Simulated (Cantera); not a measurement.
A freely propagating, adiabatic, planar premixed flame of H2 : O2 : N2 : H2O = 1 : 0.333 : 1.25 : 0.086 (molar parts), equivalence ratio 1.5, unburnt at 300 K and 1.00 bar; mixture-averaged transport, grid criteria slope 0.08 and curve 0.16, no radiation.

Computed with Cantera and the H2/O2 subset of GRI-Mech 3.0, which has no nitrogen chemistry. Burning velocities carry a grid error of a few per cent, more on coarse grids.

Problem. Predict: laminar burning velocity; thermal thickness; peak x(O); peak x(HO2); peak x(H).

Solution. 
```
Property                     Value
------------------------  --------
laminar burning velocity  291 cm/s
thermal thickness         0.305 mm
peak x(O)                  0.00466
peak x(HO2)               0.000558
peak x(H)                   0.0633
```
